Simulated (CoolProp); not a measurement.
A single-stage vapour-compression cycle with methanol: evaporating at 289.15 K (dew point), condensing at 333.15 K (bubble point), superheat 2 K, subcooling 0 K, compressor efficiency 0.65, no pressure losses. Each further row changes one setting.

Model: reference Helmholtz-energy equation of state, de Reuck 1993, in CoolProp.

| case | cooling COP | pressure ratio | discharge temperature (K) | refrigerating effect (kJ/kg) | volumetric capacity (kJ/m³) |
|---|---|---|---|---|---|
| as stated | 3.75 | 8.09 | 467.7 | 1070 | 151 |
| evaporating temperature 294.15 K | 4.38 | [?] | [?] | [?] | 197 |
| condensing temperature 328.15 K | [?] | 6.59 | 448.9 | 1090 | 153 |
| subcooling 5 K | 3.79 | 8.09 | 467.7 | 1090 | 153 |
| superheat 12 K | 3.65 | 8.09 | 487.0 | 1090 | 148 |
| compressor efficiency 0.55 | [?] | 8.09 | [?] | 1070 | 151 |

**Question.** What belongs in the gaps?

**Answer.** 
- evaporating temperature 294.15 K, pressure ratio: 6.16
- evaporating temperature 294.15 K, discharge temperature (K): 448.1
- evaporating temperature 294.15 K, refrigerating effect (kJ/kg): 1080
- condensing temperature 328.15 K, cooling COP: 4.29
- compressor efficiency 0.55, cooling COP: 3.17
- compressor efficiency 0.55, discharge temperature (K): 496.0
